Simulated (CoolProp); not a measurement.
Saturation properties of n-decane (Tc = 617.7 K, pc = 2.101 MPa, ω = 0.488).

Computed with CoolProp (reference Helmholtz-energy equation of state, Lemmon 2006). It is a short technical equation, of lower accuracy than the large ones.

```json
[
 {"T (K)": "456.9", "p (MPa)": "0.1286", "enthalpy of vaporisation (kJ/kg)": "270.1", "vapour Z": "0.9247", "vapour viscosity (µPa s)": "7.87"},
 {"T (K)": "461.6", "p (MPa)": "0.1439", "enthalpy of vaporisation (kJ/kg)": "266.9", "vapour Z": "0.9186", "vapour viscosity (µPa s)": "7.94"},
 {"T (K)": "466.2", "p (MPa)": "0.1602", "enthalpy of vaporisation (kJ/kg)": "263.7", "vapour Z": "0.9123", "vapour viscosity (µPa s)": "8.02"},
 {"T (K)": "470.8", "p (MPa)": "0.1778", "enthalpy of vaporisation (kJ/kg)": "260.5", "vapour Z": "0.9057", "vapour viscosity (µPa s)": "8.10"},
 {"T (K)": "475.4", "p (MPa)": "0.1970", "enthalpy of vaporisation (kJ/kg)": "257.2", "vapour Z": "0.8987", "vapour viscosity (µPa s)": "8.18"},
 {"T (K)": "480.1", "p (MPa)": "0.2181", "enthalpy of vaporisation (kJ/kg)": "253.8", "vapour Z": "0.8912", "vapour viscosity (µPa s)": "8.26"},
 {"T (K)": "484.7", "p (MPa)": "0.2405", "enthalpy of vaporisation (kJ/kg)": "250.4", "vapour Z": "0.8836", "vapour viscosity (µPa s)": "8.34"},
 {"T (K)": "489.3", "p (MPa)": "0.2646", "enthalpy of vaporisation (kJ/kg)": "246.9", "vapour Z": "0.8755", "vapour viscosity (µPa s)": "8.42"}
]
```

It boils at 447.3 K under 1 atm.

Viscosity comes from a separate model (Huber 2004).
